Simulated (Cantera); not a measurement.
Charge: 1 mol SiH2Cl2, 0.36 mol H2O, 3 mol H2, 28 mol O2, equilibrated at 1173 K and 1.00 bar.

Cantera equilibrium calculation (NASA polynomials, part measured and part estimated; ideal gas, pure solids and liquids). Candidate condensed phases: H2O, Si, SiO2; 30 gas species. The tables hold silica as quartz up to 1696 K and as liquid above; real silica turns to tridymite and cristobalite and melts near 1996 K. Equilibrium is a limit: real reactors are often held back by kinetics, nucleation or transport.

Base state: O2 0.826, H2O 0.112, HCl 0.0582, Cl2 0.00324, Cl 0.000202, HOCl 1.16e-5 (mole fractions); condensed: SiO2(β-quartz).

**Question.** What changes in the equilibrium state with this change: pressure from 1.00 bar to 0.0100 bar?

**Answer.** 
| species | before | after |
|---|---|---|
| O2 | 0.826 | 0.826 |
| H2O | 0.112 | 0.110 |
| HCl | 0.0582 | 0.0633 |
| Cl2 | 0.00324 | 0.000393 |
| HOCl | 1.16e-5 | 1.27e-6 |
| Cl | 0.000202 | 0.000703 |
| SiO2(β-quartz), mol | 1.00 | 1.00 |
